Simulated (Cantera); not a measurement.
A jet of 1.23 % H₂, 17.5 % O₂, 81.3 % N₂, equivalence ratio 0.035 at 300 K and 23.3 Torr hits a platinum plate 5.2 cm away at a mass flux of 0.11 kg/m²/s; the plate temperature is set and raised in steps from an oxygen-covered start.

Model: Deutschmann's 1995 Pt surface mechanism with GRI-Mech 3.0 gas chemistry, integrated in Cantera. Catalytic surfaces can have several steady states; this one follows from the mechanism file's or the stated starting coverage.

One state of this run: wall x H₂ = 0.00385; wall x O₂ = 0.166; wall x H₂O = 0.0163; wall x OH = <1e-8; θ free Pt = 0.0537; θ O* = 0.945; θ OH* = 0.00104. x: mole fraction at the wall; θ: surface coverage.

Task: Which value of plate T (K) does it belong to?
(A) 500
(B) 700
(C) 550
(D) 600

Result: B, 700
